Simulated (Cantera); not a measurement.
## Ignition delay

Mixture: 17.4 % CH4, 17.4 % O2, 65.3 % N2, at 30.0 bar, adiabatic and at constant pressure. Ignition delay is the time to a rise of 400 K.

Detailed kinetics in Cantera: GRI-Mech 3.0 (53 species, 325 reactions). The pressure lies above the range GRI-Mech 3.0 was tuned for (to about 10 atm).

```csv
T0 (K),delay (ms)
1198,1.94
1273,0.836
1348,0.385
1423,0.187
1498,0.0938
1573,0.0486
```

```yaml
apparent activation energy between 1423 and 1573 K: 170 kJ/mol
```
